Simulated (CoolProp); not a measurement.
Vapour-liquid equilibrium of toluene (1) + n-octane (2) at 32.9 kPa; x and y are mole fractions of (1).

The numbers come from the multi-fluid Helmholtz-energy mixture model, Lemmon 2006 and Beckmüller 2019; pair parameters Bell 2016 in CoolProp.

```json
[
 {"x": "0.05", "bubble temperature, mixture model (°C)": "87.9", "bubble temperature, Raoult's law (°C)": "88.6", "y, mixture model": "0.099", "y, Raoult's law": "0.079"},
 {"x": "0.125", "bubble temperature, mixture model (°C)": "85.9", "bubble temperature, Raoult's law (°C)": "87.3", "y, mixture model": "0.226", "y, Raoult's law": "0.189"},
 {"x": "0.2", "bubble temperature, mixture model (°C)": "84.1", "bubble temperature, Raoult's law (°C)": "86.1", "y, mixture model": "0.332", "y, Raoult's law": "0.291"},
 {"x": "0.275", "bubble temperature, mixture model (°C)": "82.5", "bubble temperature, Raoult's law (°C)": "84.9", "y, mixture model": "0.421", "y, Raoult's law": "0.384"},
 {"x": "0.35", "bubble temperature, mixture model (°C)": "81.2", "bubble temperature, Raoult's law (°C)": "83.8", "y, mixture model": "0.498", "y, Raoult's law": "0.470"},
 {"x": "0.425", "bubble temperature, mixture model (°C)": "80.0", "bubble temperature, Raoult's law (°C)": "82.7", "y, mixture model": "0.566", "y, Raoult's law": "0.550"},
 {"x": "0.5", "bubble temperature, mixture model (°C)": "79.1", "bubble temperature, Raoult's law (°C)": "81.6", "y, mixture model": "0.627", "y, Raoult's law": "0.624"},
 {"x": "0.575", "bubble temperature, mixture model (°C)": "78.2", "bubble temperature, Raoult's law (°C)": "80.5", "y, mixture model": "0.684", "y, Raoult's law": "0.692"},
 {"x": "0.65", "bubble temperature, mixture model (°C)": "77.5", "bubble temperature, Raoult's law (°C)": "79.5", "y, mixture model": "0.738", "y, Raoult's law": "0.756"},
 {"x": "0.725", "bubble temperature, mixture model (°C)": "76.8", "bubble temperature, Raoult's law (°C)": "78.6", "y, mixture model": "0.790", "y, Raoult's law": "0.815"},
 {"x": "0.8", "bubble temperature, mixture model (°C)": "76.3", "bubble temperature, Raoult's law (°C)": "77.6", "y, mixture model": "0.843", "y, Raoult's law": "0.870"},
 {"x": "0.875", "bubble temperature, mixture model (°C)": "75.8", "bubble temperature, Raoult's law (°C)": "76.7", "y, mixture model": "0.899", "y, Raoult's law": "0.922"},
 {"x": "0.95", "bubble temperature, mixture model (°C)": "75.4", "bubble temperature, Raoult's law (°C)": "75.8", "y, mixture model": "0.957", "y, Raoult's law": "0.970"}
]
```

The largest gap from Raoult's law is -2.7 K in bubble temperature, at x = 0.425. No azeotrope shows between x = 0.05 and 0.95.

The pair parameters rest on a limited set of measurements; away from them the model extrapolates.
